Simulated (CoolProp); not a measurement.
Values from CoolProp's reference Helmholtz-energy equation of state, Schmidt 1985.

**Question.** For oxygen, give the phase and the Z, expansivity (1/kK) at 118.2 K and 7.09 bar.

**Answer.** 
- 118.2 K and 7.09 bar: gas; Z 0.887, expansivity 12.1
